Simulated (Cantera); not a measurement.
Cantera run, input and output.

```python
import numpy as np
import cantera as ct

gas = ct.Solution("h2o2.yaml")
gas.TPX = 550, 30000, {'H2': 1, 'O2': 0.5, 'N2': 1.88, 'H2O': 0.098}
flame = ct.FreeFlame(gas, width=0.093)
flame.set_refine_criteria(ratio=3, slope=0.08, curve=0.16)
flame.transport_model = "mixture-averaged"
flame.solve(loglevel=0, auto=True)
z, T = flame.grid, flame.T
thick = (T[-1] - T[0]) / np.gradient(T, z).max()
show = ['H2', 'O2', 'H2O', 'O', 'H2O2', 'H']
print(f"laminar burning velocity  {flame.velocity[0] * 100:.3f} cm/s")
print(f"burnt temperature         {T[-1]:.1f} K")
print(f"thermal thickness         {thick * 1e3:.4f} mm")
print(f"grid points               {len(z)}")
z0 = z[flame.heat_release_rate.argmax()]
print(f"{'z/mm':>9s}{'T/K':>9s}{'u/(m/s)':>9s}" + "".join(f"{s:>11s}" for s in show))
rows = []
for k in (-3, -2, -1.5, -1, -0.5, -0.25, 0, 0.25, 0.5, 1, 2, 4, 8):
    zz = z0 + k * thick
    rows.append([k * thick, np.interp(zz, z, T), np.interp(zz, z, flame.velocity),
                 *(np.interp(zz, z, flame.X[gas.species_index(s)]) for s in show)])
    print(f"{rows[-1][0] * 1e3:9.3f}{rows[-1][1]:9.1f}{rows[-1][2]:9.3f}" + "".join(f"{x:11.3e}" for x in rows[-1][3:]))
```

Result:

```
laminar burning velocity  556.794 cm/s
burnt temperature         2407.8 K
thermal thickness         2.1634 mm
grid points               137
     z/mm      T/K  u/(m/s)         H2         O2        H2O          O       H2O2          H
   -6.490    550.0    5.568  2.875e-01  1.438e-01  2.818e-02  2.709e-18 -1.402e-16  3.029e-18
   -4.327    550.0    5.568  2.875e-01  1.438e-01  2.818e-02  2.328e-15  2.907e-16  1.039e-14
   -3.245    550.0    5.568  2.875e-01  1.438e-01  2.818e-02  4.110e-13  6.654e-14  4.805e-12
   -2.163    550.0    5.568  2.875e-01  1.438e-01  2.818e-02  1.762e-10  3.754e-11  5.437e-09
   -1.082    554.6    5.606  2.861e-01  1.438e-01  2.842e-02  2.684e-06  1.055e-06  6.637e-05
   -0.541    698.0    6.948  2.634e-01  1.406e-01  4.060e-02  1.606e-04  6.636e-06  4.703e-03
    0.000   1122.7   10.799  1.519e-01  1.023e-01  1.262e-01  5.514e-03  1.720e-06  4.406e-02
    0.541   1427.9   13.549  5.885e-02  4.375e-02  2.297e-01  1.281e-02  1.765e-06  6.984e-02
    1.082   1561.8   14.709  4.847e-02  3.318e-02  2.487e-01  1.333e-02  1.187e-06  6.368e-02
    2.163   1709.2   15.938  4.834e-02  2.921e-02  2.584e-01  1.212e-02  6.408e-07  5.078e-02
    4.327   1864.4   17.187  4.704e-02  2.545e-02  2.698e-01  1.007e-02  3.325e-07  3.773e-02
    8.654   2018.6   18.388  4.351e-02  2.150e-02  2.832e-01  7.635e-03  1.860e-07  2.605e-02
   17.307   2161.4   19.465  3.805e-02  1.757e-02  2.978e-01  5.270e-03  1.211e-07  1.666e-02
```

Computed with Cantera and the H2/O2 subset of GRI-Mech 3.0, which has no nitrogen chemistry. Burning velocities carry a grid error of a few per cent, more on coarse grids.
